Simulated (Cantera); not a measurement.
# Diamond growth

A diamond (100) surface in a fixed gas of H2 with x(CH4) = 0.022, x(H) = 0.0083, at 1250 K, 53.3 Torr; coverages are run to steady state.

Cantera simulation using the Harris–Goodwin 1993 mechanism for the reconstructed diamond (100) surface; the numbers are that mechanism's predictions, not measurements.

| x(CH3) | growth (µm/h) | θ c6HH | θ c6H* | θ c6*H | θ c6** | θ c6HM |
|---|---|---|---|---|---|---|
| 1e-06 | 0.0289 | 0.409 | 0.0439 | 0.510 | 0.0371 | 7.05e-6 |
| 2.4e-06 | 0.0694 | 0.409 | 0.0439 | 0.510 | 0.0371 | 1.69e-5 |
| 5.9e-06 | 0.171 | 0.409 | 0.0439 | 0.510 | 0.0371 | 4.16e-5 |
| 1.4e-05 | 0.405 | 0.409 | 0.0439 | 0.510 | 0.0371 | 9.87e-5 |
| 3.4e-05 | 0.982 | 0.409 | 0.0439 | 0.510 | 0.0371 | 0.000240 |
| 8.3e-05 | 2.39 | 0.409 | 0.0438 | 0.509 | 0.0370 | 0.000584 |
| 0.0002 | 5.75 | 0.408 | 0.0438 | 0.508 | 0.0368 | 0.00140 |
| 0.00049 | 14.0 | 0.407 | 0.0436 | 0.506 | 0.0364 | 0.00341 |
| 0.0012 | 33.5 | 0.404 | 0.0432 | 0.502 | 0.0353 | 0.00822 |
θ: site fractions in the mechanism's names (c6HH fully hydrogenated, c6H* and c6*H radical sites, c6** diradical, c6HM methylated).
